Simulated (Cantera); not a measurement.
An isothermal, constant-pressure homogeneous reactor starts with N2O = 1 (molar parts), at 1550 K and 0.132 atm. Integrator tolerance rtol = 1e-08.

Computed with Cantera and GRI-Mech 3.0 (53 species, 325 reactions). GRI-Mech 3.0 was tuned for natural gas; its chemistry of N2O as a main component is partial and can be far from experiment. The temperature is held fixed by assumption; the heat of reaction is taken as removed at once.

Q: What does this change do: temperature 1550 to 1050 K?

A: 
```tsv
quantity	before	after
x(N2O) at 6.00 s	9.20e-6 (gas-phase equilibrium 3.66e-8)	0.972 (gas-phase equilibrium 1.62e-9)
x(NO) at 6.00 s	0.172 (gas-phase equilibrium 0.00180)	0.000976 (gas-phase equilibrium 6.15e-5)
x(NO2) at 6.00 s	0.000314 (gas-phase equilibrium 3.81e-6)	1.59e-6 (gas-phase equilibrium 1.09e-6)
x(O2) at 6.00 s	0.247 (gas-phase equilibrium 0.332)	0.00874 (gas-phase equilibrium 0.333)
x(N2) at 6.00 s	0.580 (gas-phase equilibrium 0.666)	0.0180 (gas-phase equilibrium 0.667)
```
The mechanism lacks the step 2 NO + O2 → 2 NO2, which can matter for NO2 below about 1400 K.
